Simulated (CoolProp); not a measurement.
A Linde-Hampson liquefier for carbon monoxide: isothermal reversible compression at 230 K from 1 atm to 10 MPa, throttling to 1 atm, return gas leaving the recuperator 0 K below the feed. Each further row changes one setting.

Values from CoolProp's reference Helmholtz-energy equation of state, Lemmon 2006. It is a short technical equation, of lower accuracy than the large ones.

```tsv
case	liquid yield per pass	compression work (kJ/kg of gas)
as stated	0.110	305
high pressure 20 MPa	0.180	348
warm-end temperature 260 K	0.077	349
warm-end gap 5 K	0.097	305
```
